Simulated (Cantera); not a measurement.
**Thermodynamics of nitride etching, feed AlN + H2O + H2**

Charge: 1 mol AlN, 0.37 mol H2O, 6.9 mol H2, equilibrated at 0.0825 Torr.

Equilibrium computed with Cantera from the NASA thermochemical tables; the gas is ideal and each condensed phase is pure. Candidate condensed phases: Al, AlN, Al2O3, H2O; 35 gas species. Mutual solubility and eutectic melting of coexisting phases are not modelled. The tables' values for AlOH are old estimates; treat these amounts as uncertain. Condensed phases not in the tables: aluminium oxynitride. Kinetics and transport are ignored.

```csv
T (°C),x H2,x H,x Al,x N2,x Al2O,n AlN(s),n Al2O3(s)
602,0.983,4.74e-9,<1e-12,0.0167,<1e-12,0.753,0.123
702,0.983,1.08e-7,<1e-12,0.0167,<1e-12,0.753,0.123
802,0.983,1.39e-6,<1e-12,0.0167,<1e-12,0.753,0.123
902,0.983,1.16e-5,2.90e-10,0.0167,<1e-12,0.753,0.123
1002,0.983,6.97e-5,4.95e-8,0.0167,4.25e-10,0.753,0.123
1102,0.983,0.000324,3.97e-6,0.0167,1.16e-7,0.753,0.123
1202,0.982,0.00123,0.000174,0.0168,1.46e-5,0.752,0.123
1302,0.971,0.00391,0.00438,0.0193,0.000893,0.711,0.121
1402,0.870,0.0103,0.0485,0.0517,0.0186,0.142,0.0718
1502,0.835,0.0252,0.0596,0.0583,0.0210,0,0.0632
1602,0.806,0.0561,0.0611,0.0574,0.0188,0,0.0682
1702,0.752,0.113,0.0615,0.0557,0.0166,0,0.0721
```
x: gas mole fraction; n: condensed amount in mol.

From 602 °C to 1402 °C the condensed part is AlN(s) + Al2O3(s). From 1502 °C to 1702 °C the condensed part is Al2O3(s).
